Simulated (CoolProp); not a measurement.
Saturation properties of c-C4F8 (RC318) (Tc = 115.2 °C, pc = 2.778 MPa, ω = 0.355).

Computed with CoolProp (reference Helmholtz-energy equation of state, Platzer 1990). This equation is an older, rougher fit; its heat capacities, sound speeds and derivatives of the liquid may be far off and weren't checked against measurements.

```json
[
 {"T (°C)": "34.95", "p (MPa)": "0.4245", "vapour density (kg/m³)": "37.93", "surface tension (mN/m)": "7.07", "liquid viscosity (µPa s)": "313"},
 {"T (°C)": "43.05", "p (MPa)": "0.5361", "vapour density (kg/m³)": "47.96", "surface tension (mN/m)": "6.19", "liquid viscosity (µPa s)": "279"},
 {"T (°C)": "51.15", "p (MPa)": "0.6683", "vapour density (kg/m³)": "60.17", "surface tension (mN/m)": "5.33", "liquid viscosity (µPa s)": "248"},
 {"T (°C)": "59.15", "p (MPa)": "0.8213", "vapour density (kg/m³)": "74.84", "surface tension (mN/m)": "4.51", "liquid viscosity (µPa s)": "220"},
 {"T (°C)": "67.25", "p (MPa)": "1.002", "vapour density (kg/m³)": "93.00", "surface tension (mN/m)": "3.71", "liquid viscosity (µPa s)": "195"},
 {"T (°C)": "75.25", "p (MPa)": "1.207", "vapour density (kg/m³)": "115.2", "surface tension (mN/m)": "2.96", "liquid viscosity (µPa s)": "171"},
 {"T (°C)": "83.35", "p (MPa)": "1.446", "vapour density (kg/m³)": "143.4", "surface tension (mN/m)": "2.23", "liquid viscosity (µPa s)": "150"},
 {"T (°C)": "91.35", "p (MPa)": "1.716", "vapour density (kg/m³)": "179.6", "surface tension (mN/m)": "1.55", "liquid viscosity (µPa s)": "129"},
 {"T (°C)": "99.45", "p (MPa)": "2.029", "vapour density (kg/m³)": "230.1", "surface tension (mN/m)": "0.925", "liquid viscosity (µPa s)": "108"}
]
```

It boils at -6.0 °C under 1 atm.

Viscosity comes from a separate model (Huber 2003), an estimate that may be off by 10 % or more. Surface tension comes from a separate correlation (Mulero 2012).
